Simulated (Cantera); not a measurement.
Source: NASA polynomial tables (part measured, part estimated), evaluated in Cantera. Values are per mole of reaction as written; species without (g) are pure solids or liquids, kept so even where they would boil at 1 bar.

2 KCl(g) + H₂(g) ⇌ 2 K + 2 HCl(g)

```
T (K)  ΔH° (kJ)  ΔS° (J/K)  ΔG° (kJ)  log10 K  condensed phases
-----  --------  ---------  --------  -------  ----------------
300       244.8     -105.6     276.5   -48.14              K(s)
1123      263.3      -69.6     341.4   -15.88              K(l)
1148      263.8      -69.1     343.2   -15.61              K(l)
1173          …          …         …        …              K(l)
1198      265.0      -68.2     346.6   -15.11              K(l)
1223          …          …         …        …              K(l)
1248      266.2      -67.2     350.0   -14.65              K(l)
1273      266.8      -66.7     351.7   -14.43              K(l)
```

Q: Some entries are withheld; supply them.

A: 
- 1173, ΔH° (kJ): 264.4
- 1173, ΔS° (J/K): -68.6
- 1173, ΔG° (kJ): 344.9
- 1173, log10 K: -15.36
- 1223, ΔH° (kJ): 265.6
- 1223, ΔS° (J/K): -67.7
- 1223, ΔG° (kJ): 348.3
- 1223, log10 K: -14.88
